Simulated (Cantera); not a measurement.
## Fluorocarbon and chlorocarbon gases: C2F6 + H2

Feed: 1 mol C2F6, 0.46 mol H2, equilibrated at 1102 °C and 133 Pa.

Method: chemical equilibrium by Gibbs-energy minimisation in Cantera with the NASA 1993 tables (ideal gas, pure condensed phases). Candidate condensed phases: C, C6H6, C7H8, C8H18; 95 gas species. The feed counts by its element totals alone. Gases not in the tables: C2F6 and larger saturated fluorocarbons. Rates play no part.

```json
{
 "x(CF4)": "0.580",
 "x(HF)": "0.420",
 "x(CF2)": "0.000116",
 "x(F)": "2.46e-5",
 "x(CF3)": "2.08e-5",
 "n(C(graphite))": "0.730 mol",
 "gas_amount": "2.190 mol"
}
```
